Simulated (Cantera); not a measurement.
Input (Python, Cantera) and output of one run.

```python
import numpy as np
import cantera as ct

gas_names = [...]  # 110 gases of nasa_gas.yaml made of C, H, O
cond_names = """
    C(gr) C6H6(L) C7H8(L) C8H18(L),n-octa H2O(s) H2O(L)
""".split()


# ... load() reads the species with a 1 bar reference pressure and builds the phases ...
atoms = {
    'C3H8': {'C': 3, 'H': 8},
    'H2': {'H': 2},
    'CO2': {'C': 1, 'O': 2},
}
top_T = {'C(gr)': 4500}  # K; cautious upper limits of use, not melting points


# ... equilibrate(T, P, feed) seeds the gas with the atoms and calls Mixture.equilibrate('TP', solver="vcs", rtol=1e-11, max_steps=5000) ...
results = []
feed = {'C3H8': 1, 'H2': 14, 'CO2': 0.59}  # mol
T = 1175  # K
P = 96  # Pa
mix = equilibrate(T, P, feed)
results.append((T, P, feed, dict(zip(mix.species_names, mix.species_moles))))
print(gas.report(threshold=1e-05))
for i in range(1, mix.n_phases):
    print(f"{mix.phase(i).name:16s} {mix.phase_moles(i):12.5e} mol")
```

Result:

```
       temperature   1175 K
          pressure   96 Pa
           density   3.5527e-05 kg/m^3
  mean mol. weight   3.6154 kg/kmol
   phase of matter   gas

                          1 kg             1 kmol
                     ---------------   ---------------
          enthalpy        5.3467e+06        1.9331e+07  J
   internal energy        2.6446e+06        9.5612e+06  J
           entropy             65025         2.351e+05  J/K
    Gibbs function       -7.1058e+07       -2.5691e+08  J
 heat capacity c_p            8619.1             31162  J/K
 heat capacity c_v            6319.3             22847  J/K

                      mass frac. Y      mole frac. X     chem. pot. / RT
                     ---------------   ---------------   ---------------
               CH4        7.1845e-05        1.6191e-05           -51.633
                CO           0.47663          0.061521           -47.089
                H2           0.52329           0.93846           -24.933
     [ +107 minor]        1.2284e-05        5.9146e-06

C(gr)             2.40973e+00 mol
```

Equilibrium computed with Cantera from the NASA thermochemical tables; the gas is ideal and each condensed phase is pure.
